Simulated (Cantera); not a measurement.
A closed system holds: 1 mol SiC, 0.017 mol N2O, 15 mol N2, held at 0.100 bar.

Cantera equilibrium calculation (NASA polynomials, part measured and part estimated; ideal gas, pure solids and liquids). Candidate condensed phases: C, Si, SiC, SiO2, Si2N2O, Si3N4; 34 gas species. Mutual solubility and eutectic melting of coexisting phases are not modelled. Equilibrium is a limit: real reactors are often held back by kinetics, nucleation or transport.

x: gas mole fraction; n: condensed amount in mol.

```json
[
 {"T (K)": "1325", "x N2": "1.000", "x CO": "1.29e-5", "x SiO": "1.46e-9", "x Si": "<1e-12", "x SiN": "<1e-12", "n C(graphite)": "1.000", "n Si2N2O(s)": "0.0168", "n Si3N4(s)": "0.322", "n SiC(s)": "0"},
 {"T (K)": "1375", "x N2": "1.000", "x CO": "3.80e-5", "x SiO": "9.94e-9", "x Si": "4.16e-12", "x SiN": "3.02e-12", "n C(graphite)": "0.999", "n Si2N2O(s)": "0.0165", "n Si3N4(s)": "0.322", "n SiC(s)": "0"},
 {"T (K)": "1425", "x N2": "1.000", "x CO": "0.000104", "x SiO": "5.88e-8", "x Si": "3.47e-11", "x SiN": "1.97e-11", "n C(graphite)": "0.999", "n Si2N2O(s)": "0.0155", "n Si3N4(s)": "0.323", "n SiC(s)": "0"},
 {"T (K)": "1475", "x N2": "1.000", "x CO": "0.000265", "x SiO": "3.08e-7", "x Si": "2.50e-10", "x SiN": "1.13e-10", "n C(graphite)": "0.996", "n Si2N2O(s)": "0.0132", "n Si3N4(s)": "0.325", "n SiC(s)": "0"},
 {"T (K)": "1525", "x N2": "0.999", "x CO": "0.000695", "x SiO": "1.51e-6", "x Si": "1.51e-9", "x SiN": "5.54e-10", "n C(graphite)": "0.00268", "n Si2N2O(s)": "0.00654", "n Si3N4(s)": "…", "n SiC(s)": "0.987"},
 {"T (K)": "1575", "x N2": "0.999", "x CO": "0.000891", "x SiO": "6.10e-6", "x Si": "8.90e-9", "x SiN": "2.67e-9", "n C(graphite)": "0", "n Si2N2O(s)": "0.00352", "n Si3N4(s)": "…", "n SiC(s)": "0.987"},
 {"T (K)": "1625", "x N2": "0.999", "x CO": "0.00111", "x SiO": "2.05e-5", "x Si": "4.49e-8", "x SiN": "1.11e-8", "n C(graphite)": "0", "n Si2N2O(s)": "0", "n Si3N4(s)": "0.00546", "n SiC(s)": "0.983"},
 {"T (K)": "1675", "x N2": "0.999", "x CO": "0.00108", "x SiO": "5.04e-5", "x Si": "2.05e-7", "x SiN": "4.27e-8", "n C(graphite)": "0", "n Si2N2O(s)": "0", "n Si3N4(s)": "0.00516", "n SiC(s)": "0.984"},
 {"T (K)": "1725", "x N2": "0.999", "x CO": "0.00102", "x SiO": "0.000114", "x Si": "8.57e-7", "x SiN": "1.51e-7", "n C(graphite)": "0", "n Si2N2O(s)": "0", "n Si3N4(s)": "…", "n SiC(s)": "0.985"}
]
```

Question: What belongs in the gaps?

Answer: 
- 1525, n Si3N4(s): 0
- 1575, n Si3N4(s): 0.00208
- 1725, n Si3N4(s): 0.00452
